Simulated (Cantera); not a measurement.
A freely propagating, adiabatic, planar premixed flame of CO : H2 : O2 : N2 = 1 : 0.92 : 0.873 : 3.28 (molar parts), unburnt at 475 K and 5.00 bar; mixture-averaged transport, grid criteria slope 0.08 and curve 0.16, no radiation.

Detailed kinetics in Cantera: GRI-Mech 3.0 (53 species, 325 reactions). The hydrogen kinetics of GRI-Mech 3.0 are dated; newer H2 mechanisms differ, most at raised pressure. Burning velocities carry a grid error of a few per cent, more on coarse grids.

**Question.** What does this change do: inlet temperature 475 to 650 K?

**Answer.** 
```tsv
quantity	before	after
laminar burning velocity	211 cm/s	409 cm/s
thermal thickness	0.0724 mm	0.0786 mm
peak x(HO2)	0.000811	0.000718
peak x(H2O2)	0.000120	7.22e-5
```

**Question.** What does this change do: inlet temperature 475 to 450 K?

**Answer.** 
```csv
quantity,before,after
laminar burning velocity,211 cm/s,190 cm/s
thermal thickness,0.0724 mm,0.0719 mm
peak x(HO2),0.000811,0.000817
peak x(H2O2),0.000120,0.000128
```
